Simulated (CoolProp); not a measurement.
The fluid at 298.15 K and 0.104 MPa is compressed adiabatically to 0.787 MPa with isentropic efficiency 0.6. The same conditions are run with several fluids, on thermodynamics alone (safety and materials aside).

Model: reference Helmholtz-energy equation of state of each fluid (C2F6 (R116): Lemmon 2006; R134a: Tillner-Roth 1994; R1336mzz(E): Akasaka 2023; R407C: Lemmon 2003; propyne: Polt 1992), in CoolProp. The equations of Platzer and Polt are older, rougher fits. Blends and air are pseudo-pure fits.

```csv
fluid,work (kJ/kg),final temperature (K),final density (kg/m³)
C2F6 (R116),64.0,378.2,…
R134a,…,397.9,…
R1336mzz(E),49.1,366.5,50.6
R407C,106,417.8,20.3
propyne,…,…,9.01
```

Question: What belongs in the gaps?

Answer: 
- C2F6 (R116), final density (kg/m³): 35.8
- R134a, work (kJ/kg): 86.7
- R134a, final density (kg/m³): 25.7
- propyne, work (kJ/kg): 232
- propyne, final temperature (K): 437.3
